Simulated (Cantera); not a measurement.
Input (Python, Cantera) and output of one run.

```python
import numpy as np
import cantera as ct

gas_names = """
    Cr CrN CrO CrO2 CrO3 H HNO HNO2 HNO3 HO2 H2 H2O H2O2 N NH NH2 NH3 NH2OH NO NO2 NO3 N2 N2H2 N2H4 N2O
    O OH O2 O3
""".split()
cond_names = """
    Cr(cr) Cr(L) CrN(s) Cr2N(s) Cr2O3(s) Cr2O3(L) H2O(s) H2O(L)
""".split()


def load(file, names, dense=False):
    # The tables refer to 1 bar. Condensed volumes are neglected.
    table = {s.name: s for s in ct.Species.list_from_file(file)}
    out = []
    for n in names:
        d = dict(table[n].input_data)
        d["thermo"] = dict(d["thermo"], **{"reference-pressure": 1e5})
        if dense:
            d["equation-of-state"] = {"model": "constant-volume", "density": "1e6 g/cm^3"}
        out.append(ct.Species.from_dict(d))
    return out


gas = ct.Solution(thermo="ideal-gas", species=load("nasa_gas.yaml", gas_names))
cond = {s.name: ct.Solution(thermo="fixed-stoichiometry", species=[s], name=s.name)
        for s in load("nasa_condensed.yaml", cond_names, dense=True)}
atoms = {
    'Cr2O3': {'Cr': 2, 'O': 3},
    'H2': {'H': 2},
    'N2': {'N': 2},
}
top_T = {'CrN(s)': 1900, 'Cr2N(s)': 1900}  # K; cautious upper limits of use, not melting points


def equilibrate(T, P, feed):
    n = {}
    for name, mol in feed.items():
        for a, k in atoms[name].items():
            n[a] = n.get(a, 0.0) + k * mol
    gas.TPX = T, P, n
    mass = sum(n.values()) * gas.mean_molecular_weight
    gas.equilibrate("TP")
    valid = [c for c in cond.values() if c.min_temp <= T <= top_T.get(c.name, c.max_temp)]
    mix = ct.Mixture([(gas, mass / gas.mean_molecular_weight)] + [(c, 0.0) for c in valid])
    mix.T, mix.P = T, P
    mix.equilibrate("TP", solver="vcs", rtol=1e-11, max_steps=5000)
    return mix


results = []
P = 59  # Pa
for T in [1173, 1223, 1273, 1323, 1373, 1423, 1473, 1523, 1573, 1623, 1673, 1723, 1773]:
    for m in [16, 26, 42, 70, 110, 190, 310, 510, 830]:
        feed = {'Cr2O3': 1, 'H2': m, 'N2': 0.51}  # mol
        mix = equilibrate(T, P, feed)
        results.append((T, P, feed, dict(zip(mix.species_names, mix.species_moles))))

for T, P, feed, n in results:
    print(f"{T:7g} {feed['H2']:10.4g}  " + (" + ".join(c for c in cond_names if n.get(c, 0) > 1e-12) or "gas only"))
```

It prints:

```
   1173         16  Cr(cr) + Cr2O3(s)
   1173         26  Cr(cr) + Cr2O3(s)
   1173         42  Cr(cr) + Cr2O3(s)
   1173         70  Cr(cr) + Cr2O3(s)
   1173        110  Cr(cr) + Cr2O3(s)
   1173        190  Cr(cr) + Cr2O3(s)
   1173        310  Cr(cr) + Cr2O3(s)
   1173        510  Cr(cr) + Cr2O3(s)
   1173        830  Cr(cr) + Cr2O3(s)
   1223         16  Cr(cr) + Cr2O3(s)
   1223         26  Cr(cr) + Cr2O3(s)
   1223         42  Cr(cr) + Cr2O3(s)
   1223         70  Cr(cr) + Cr2O3(s)
   1223        110  Cr(cr) + Cr2O3(s)
   1223        190  Cr(cr) + Cr2O3(s)
   1223        310  Cr(cr) + Cr2O3(s)
   1223        510  Cr(cr) + Cr2O3(s)
   1223        830  Cr(cr) + Cr2O3(s)
   1273         16  Cr(cr) + Cr2O3(s)
   1273         26  Cr(cr) + Cr2O3(s)
   1273         42  Cr(cr) + Cr2O3(s)
   1273         70  Cr(cr) + Cr2O3(s)
   1273        110  Cr(cr) + Cr2O3(s)
   1273        190  Cr(cr) + Cr2O3(s)
   1273        310  Cr(cr) + Cr2O3(s)
   1273        510  Cr(cr) + Cr2O3(s)
   1273        830  Cr(cr) + Cr2O3(s)
   1323         16  Cr(cr) + Cr2O3(s)
   1323         26  Cr(cr) + Cr2O3(s)
   1323         42  Cr(cr) + Cr2O3(s)
   1323         70  Cr(cr) + Cr2O3(s)
   1323        110  Cr(cr) + Cr2O3(s)
   1323        190  Cr(cr) + Cr2O3(s)
   1323        310  Cr(cr) + Cr2O3(s)
   1323        510  Cr(cr) + Cr2O3(s)
   1323        830  Cr(cr) + Cr2O3(s)
   1373         16  Cr(cr) + Cr2O3(s)
   1373         26  Cr(cr) + Cr2O3(s)
   1373         42  Cr(cr) + Cr2O3(s)
   1373         70  Cr(cr) + Cr2O3(s)
   1373        110  Cr(cr) + Cr2O3(s)
   1373        190  Cr(cr) + Cr2O3(s)
   1373        310  Cr(cr) + Cr2O3(s)
   1373        510  Cr(cr) + Cr2O3(s)
   1373        830  Cr(cr) + Cr2O3(s)
   1423         16  Cr(cr) + Cr2O3(s)
   1423         26  Cr(cr) + Cr2O3(s)
   1423         42  Cr(cr) + Cr2O3(s)
   1423         70  Cr(cr) + Cr2O3(s)
   1423        110  Cr(cr) + Cr2O3(s)
   1423        190  Cr(cr) + Cr2O3(s)
   1423        310  Cr(cr) + Cr2O3(s)
   1423        510  Cr(cr) + Cr2O3(s)
   1423        830  Cr(cr) + Cr2O3(s)
   1473         16  Cr(cr) + Cr2O3(s)
   1473         26  Cr(cr) + Cr2O3(s)
   1473         42  Cr(cr) + Cr2O3(s)
   1473         70  Cr(cr) + Cr2O3(s)
   1473        110  Cr(cr) + Cr2O3(s)
   1473        190  Cr(cr) + Cr2O3(s)
   1473        310  Cr(cr) + Cr2O3(s)
   1473        510  Cr(cr) + Cr2O3(s)
   1473        830  Cr(cr) + Cr2O3(s)
   1523         16  Cr2O3(s)
   1523         26  Cr2O3(s)
   1523         42  Cr2O3(s)
   1523         70  Cr2O3(s)
   1523        110  Cr2O3(s)
   1523        190  Cr2O3(s)
   1523        310  Cr2O3(s)
   1523        510  Cr2O3(s)
   1523        830  Cr2O3(s)
   1573         16  Cr2O3(s)
   1573         26  Cr2O3(s)
   1573         42  Cr2O3(s)
   1573         70  Cr2O3(s)
   1573        110  Cr2O3(s)
   1573        190  Cr2O3(s)
   1573        310  Cr2O3(s)
   1573        510  Cr2O3(s)
   1573        830  Cr2O3(s)
   1623         16  Cr2O3(s)
   1623         26  Cr2O3(s)
   1623         42  Cr2O3(s)
   1623         70  Cr2O3(s)
   1623        110  Cr2O3(s)
   1623        190  Cr2O3(s)
   1623        310  Cr2O3(s)
   1623        510  Cr2O3(s)
   1623        830  gas only
   1673         16  Cr2O3(s)
   1673         26  Cr2O3(s)
   1673         42  Cr2O3(s)
   1673         70  Cr2O3(s)
   1673        110  Cr2O3(s)
   1673        190  Cr2O3(s)
   1673        310  Cr2O3(s)
   1673        510  gas only
   1673        830  gas only
   1723         16  Cr2O3(s)
   1723         26  Cr2O3(s)
   1723         42  Cr2O3(s)
   1723         70  Cr2O3(s)
   1723        110  Cr2O3(s)
   1723        190  Cr2O3(s)
   1723        310  gas only
   1723        510  gas only
   1723        830  gas only
   1773         16  Cr2O3(s)
   1773         26  Cr2O3(s)
   1773         42  Cr2O3(s)
   1773         70  Cr2O3(s)
   1773        110  Cr2O3(s)
   1773        190  gas only
   1773        310  gas only
   1773        510  gas only
   1773        830  gas only
```

Equilibrium computed with Cantera from the NASA thermochemical tables; the gas is ideal and each condensed phase is pure. Mutual solubility and eutectic melting of coexisting phases are not modelled.
